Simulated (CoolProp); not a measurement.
Properties of carbon dioxide along the isobar 836 kPa.

The numbers come from the reference Helmholtz-energy equation of state, Span 1996 in CoolProp.

```tsv
T (K)	phase	density (kg/m³)	cp (kJ/(kg K))	cv (kJ/(kg K))	isothermal compressibility (1/MPa)
255.8	gas	18.66	0.9209	0.6551	1.297
286	gas	16.28	0.9056	0.6683	1.261
316.1	gas	14.51	0.9123	0.6898	1.240
346.3	gas	13.11	0.9274	0.7138	1.228
376.5	gas	11.98	0.9459	0.7379	1.219
406.6	gas	11.04	0.9654	0.7614	1.213
436.8	gas	10.24	0.9852	0.7840	1.209
467	gas	9.554	1.005	0.8055	1.206
497.2	gas	8.956	1.023	0.8259	1.204
527.3	gas	8.432	1.041	0.8452	1.202
```
